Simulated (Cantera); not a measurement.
# Premixed flame

A freely propagating, adiabatic, planar premixed flame of 45.7 % H2, 11.4 % O2, 42.9 % N2, equivalence ratio 2.0, unburnt at 550 K and 0.430 bar; mixture-averaged transport, grid criteria slope 0.08 and curve 0.16, no radiation.

Model: the H2/O2 subset of GRI-Mech 3.0, which has no nitrogen chemistry, integrated in Cantera. Burning velocities carry a grid error of a few per cent, more on coarse grids.

```
z (mm)  T (K)  u (m/s)   x H2      x O2     x HO2   x H2O2       x H      x OH
------  -----  -------  -----  --------  --------  -------  --------  --------
-3.92     550     7.09  0.457     0.114     <1e-8    <1e-8     <1e-8     <1e-8
-2.62     550     7.09  0.457     0.114     <1e-8    <1e-8     <1e-8     <1e-8
-1.96     550     7.09  0.457     0.114     <1e-8    <1e-8     <1e-8     <1e-8
-1.31     550     7.09  0.457     0.114   4.41e-7    <1e-8   8.70e-8     <1e-8
-0.654    566     7.28  0.454     0.114  0.000140  2.14e-6  0.000330   5.89e-5
-0.327    754     9.52  0.426     0.109   8.36e-5  4.17e-6   0.00992  0.000456
0        1151     14.1  0.310    0.0688   3.23e-5  7.96e-7    0.0634   0.00202
0.327    1420     17.3  0.209    0.0125   5.75e-6  5.16e-7     0.106   0.00372
0.654    1526     18.5  0.196   0.00212   9.23e-7  3.59e-7     0.106   0.00407
1.31     1633     19.6  0.203  0.000937   3.85e-7  2.71e-7    0.0925   0.00464
2.62     1754     20.9  0.213  0.000704   2.72e-7  1.71e-7    0.0757   0.00502
5.23     1877     22.1  0.223  0.000469   1.80e-7  9.31e-8    0.0583   0.00496
10.5     1989     23.3  0.232  0.000270   1.11e-7  4.78e-8    0.0423   0.00439
```
x: mole fraction of selected species; z is measured from the peak of heat release.

```yaml
laminar_burning_velocity: 709 cm/s
thermal_thickness: 1.31 mm
peak x(HO2): 0.000146
peak x(H2O2): 5.12e-6
peak x(H): 0.108
peak x(OH): 0.00506
```
